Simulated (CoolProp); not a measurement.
The fluid at 298.15 K and 0.121 MPa flows at 2.4 m/s in a round tube of 20 mm bore and 45 µm roughness, fully developed (64/Re and Nu = 3.66 if laminar; Colebrook and Gnielinski if turbulent). The same conditions are run with several fluids, on thermodynamics alone (safety and materials aside).

Model: reference Helmholtz-energy equation of state of each fluid (m-xylene: Zhou 2012; water: Wagner 2002; n-heptane: Span 2003; n-pentane: Thol 2019; R141b: Lemmon 2006), in CoolProp.

Q: Rank m-xylene, water, n-heptane, n-pentane, R141b by Reynolds number, highest first.

A: n-pentane (166000), R141b (145000), n-heptane (83600), m-xylene (70900), water (53800)

| fluid | Darcy friction factor | pressure drop (Pa/m) | heat-transfer coefficient (W/(m² K)) | mass flow (kg/h) |
|---|---|---|---|---|
| m-xylene | 0.0263 | 3260 | 3690 | 2330 |
| water | 0.0269 | 3860 | 12100 | 2710 |
| n-heptane | 0.0260 | 2550 | 3960 | 1840 |
| n-pentane | 0.0252 | 2250 | 5400 | 1690 |
| R141b | 0.0253 | 4490 | 4430 | 3350 |

Transport values come from each fluid's own correlations; those of n-pentane, R141b are estimates that may be off by 10 % or more.
